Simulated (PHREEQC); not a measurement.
Dissolve 0.295 mol MgCl2 and 0.15 mol MgSO4 per kg of water at 70 °C. Closed to the air; pH follows from the charge balance.

Model: Pitzer model, pitzer.dat, run in PHREEQC.

This is a speciation only: nothing precipitates in the calculation.

Task: Estimate the activity of water.

Result: activity of water 0.983.

Species that the database lacks are ignored. Constants without temperature data keep their 25 °C values here.
